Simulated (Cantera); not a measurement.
A freely propagating, adiabatic, planar premixed flame of H₂ : O₂ : N₂ = 1 : 0.877 : 3.3 (molar parts), equivalence ratio 0.57, unburnt at 525 K and 0.553 atm; mixture-averaged transport, grid criteria slope 0.08 and curve 0.16, no radiation.

Detailed kinetics in Cantera: the H2/O2 subset of GRI-Mech 3.0, which has no nitrogen chemistry. Burning velocities carry a grid error of a few per cent, more on coarse grids. Lean hydrogen flames are cellular in practice and burn faster than this planar one.

How do the results move with these cheaper or finer settings: unity-Lewis-number transport; multicomponent transport; multicomponent+Soret transport; grid criteria slope 0.5, curve 1; grid criteria slope 0.25, curve 0.5; grid criteria slope 0.03, curve 0.06?


| setting | laminar burning velocity | thermal thickness | peak x(H) | peak x(O) | grid points |
|---|---|---|---|---|---|
| as above | 303 cm/s | 0.854 mm | 0.0210 | 0.0112 | 105 |
| unity-Lewis-number transport | 241 cm/s | 0.605 mm | 0.0292 | 0.0132 | 102 |
| multicomponent transport | 299 cm/s | 0.847 mm | 0.0209 | 0.0112 | 105 |
| multicomponent+Soret transport | 276 cm/s | 0.841 mm | 0.0197 | 0.0109 | 106 |
| grid criteria slope 0.5, curve 1 | 408 cm/s | 1.14 mm | 0.0246 | 0.0120 | 31 |
| grid criteria slope 0.25, curve 0.5 | 326 cm/s | 0.914 mm | 0.0219 | 0.0115 | 48 |
| grid criteria slope 0.03, curve 0.06 | 296 cm/s | 0.838 mm | 0.0207 | 0.0112 | 258 |
Unity Lewis numbers drop preferential diffusion, which matters most where H2 and H carry the flame; Soret adds thermal diffusion.
